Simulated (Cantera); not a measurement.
Low-pressure radical oxidation in H2/O2

An isothermal, constant-pressure homogeneous reactor starts with H2 : O2 : N2 = 0.015 : 1 : 0.85 (molar parts), at 1425 K and 10.00 Torr.

Detailed kinetics in Cantera: the H2/O2 subset of GRI-Mech 3.0, which has no nitrogen chemistry. Radical loss at walls, strong at low pressure, is not modelled.

```csv
t (s),x H2,x O2,x OH,x H2O2,x H2O,x HO2
5.00e-5,0.00804,0.536,3.36e-9,<1e-12,2.10e-10,7.08e-9
0.000141,0.00804,0.536,1.59e-8,4.65e-12,3.05e-9,2.00e-8
0.000397,0.00804,0.536,7.28e-8,3.35e-11,3.88e-8,5.61e-8
0.00112,0.00804,0.536,6.94e-7,2.09e-10,7.52e-7,1.58e-7
0.00316,0.00780,0.536,0.000128,9.69e-10,0.000170,4.35e-7
0.00890,5.56e-5,0.529,0.00115,7.18e-9,0.00725,3.07e-7
0.0251,4.42e-5,0.529,0.00109,6.71e-9,0.00730,2.95e-7
0.0707,4.11e-5,0.529,0.00105,6.55e-9,0.00734,2.84e-7
0.199,3.39e-5,0.530,0.000958,6.09e-9,0.00744,2.58e-7
0.562,2.13e-5,0.532,0.000760,5.01e-9,0.00761,2.00e-7
1.58,8.35e-6,0.533,0.000477,3.12e-9,0.00781,1.15e-7
4.46,2.03e-6,0.534,0.000235,1.29e-9,0.00795,4.61e-8
12.6,4.02e-7,0.534,0.000105,3.83e-10,0.00802,1.95e-8
35.5,1.00e-7,0.534,5.24e-5,1.25e-10,0.00805,1.90e-8
100,6.38e-8,0.534,4.18e-5,8.99e-11,0.00805,2.14e-8
```
x: mole fraction; the columns are a selection and need not sum to one.

Equilibrium at this temperature and pressure: H2 6.33e-8, O2 0.534, OH 4.16e-5, H2O2 8.95e-11, H2O 0.00805, HO2 2.15e-8 (gas phase only).
